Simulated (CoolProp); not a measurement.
R125 along the isotherm 362.9 K: fugacity coefficient from the reference equation and from simpler models built on Tc = 339.2 K, pc = 3618 kPa, ω = 0.305; each cubic takes its own stable root.

Computed with CoolProp (reference Helmholtz-energy equation of state, Lemmon 2005).

| p (kPa) | phase | reference |
|---|---|---|
| 1510 | gas | 0.8896 |
| 3020 | gas | 0.7832 |
| 4520 | supercritical | 0.6792 |
| 6030 | supercritical | 0.5772 |
| 7540 | supercritical | 0.4997 |
| 9050 | supercritical | 0.4462 |
| 10600 | supercritical | 0.4070 |
| 12100 | supercritical | 0.3791 |
| 13600 | supercritical | 0.3579 |
| 15100 | supercritical | 0.3415 |
| 16600 | supercritical | 0.3287 |
| 18100 | supercritical | 0.3186 |

Problem. How far does each simpler model (Soave-Redlich-Kwong, Peng-Robinson) lie from the reference over these 12 states: mean and median of the absolute difference, and the worst?

Solution. 
- Soave-Redlich-Kwong: mean 5.0 %, median 5.5 %, worst +9.7 % at 362.9 K and 18100 kPa
- Peng-Robinson: mean 1.4 %, median 1.1 %, worst -3.0 % at 362.9 K and 4520 kPa
